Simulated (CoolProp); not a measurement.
Vapour-liquid equilibrium of 1-butene (1) + acetone (2) at 3.57 bar; x and y are mole fractions of (1).

Values from CoolProp's multi-fluid Helmholtz-energy mixture model, Lemmon 2005 and Lemmon 2006; pair parameters Bell 2016.

```json
[
 {"x": "0.05", "bubble temperature, mixture model (K)": "357.8", "bubble temperature, Raoult's law (K)": "364.5", "y, mixture model": "0.320", "y, Raoult's law": "0.211"},
 {"x": "0.125", "bubble temperature, mixture model (K)": "342.1", "bubble temperature, Raoult's law (K)": "355.3", "y, mixture model": "0.592", "y, Raoult's law": "0.438"},
 {"x": "0.2", "bubble temperature, mixture model (K)": "331.4", "bubble temperature, Raoult's law (K)": "347.5", "y, mixture model": "0.725", "y, Raoult's law": "0.592"},
 {"x": "0.275", "bubble temperature, mixture model (K)": "324.5", "bubble temperature, Raoult's law (K)": "340.7", "y, mixture model": "0.795", "y, Raoult's law": "0.700"},
 {"x": "0.35", "bubble temperature, mixture model (K)": "319.8", "bubble temperature, Raoult's law (K)": "334.8", "y, mixture model": "0.835", "y, Raoult's law": "0.777"},
 {"x": "0.425", "bubble temperature, mixture model (K)": "316.6", "bubble temperature, Raoult's law (K)": "329.7", "y, mixture model": "0.861", "y, Raoult's law": "0.834"},
 {"x": "0.5", "bubble temperature, mixture model (K)": "314.3", "bubble temperature, Raoult's law (K)": "325.1", "y, mixture model": "0.879", "y, Raoult's law": "0.877"},
 {"x": "0.575", "bubble temperature, mixture model (K)": "312.6", "bubble temperature, Raoult's law (K)": "321.1", "y, mixture model": "0.893", "y, Raoult's law": "0.909"},
 {"x": "0.65", "bubble temperature, mixture model (K)": "311.1", "bubble temperature, Raoult's law (K)": "317.4", "y, mixture model": "0.906", "y, Raoult's law": "0.935"},
 {"x": "0.725", "bubble temperature, mixture model (K)": "309.7", "bubble temperature, Raoult's law (K)": "314.2", "y, mixture model": "0.920", "y, Raoult's law": "0.955"},
 {"x": "0.8", "bubble temperature, mixture model (K)": "308.3", "bubble temperature, Raoult's law (K)": "311.2", "y, mixture model": "0.935", "y, Raoult's law": "0.971"},
 {"x": "0.875", "bubble temperature, mixture model (K)": "306.8", "bubble temperature, Raoult's law (K)": "308.4", "y, mixture model": "0.954", "y, Raoult's law": "0.984"},
 {"x": "0.95", "bubble temperature, mixture model (K)": "305.3", "bubble temperature, Raoult's law (K)": "305.9", "y, mixture model": "0.979", "y, Raoult's law": "0.994"}
]
```

The largest gap from Raoult's law is -16.2 K in bubble temperature, at x = 0.275. No azeotrope shows between x = 0.05 and 0.95.

The pair parameters rest on a limited set of measurements; away from them the model extrapolates. With so large a gap from Raoult's law the liquid may split in two, which this calculation doesn't test in full.
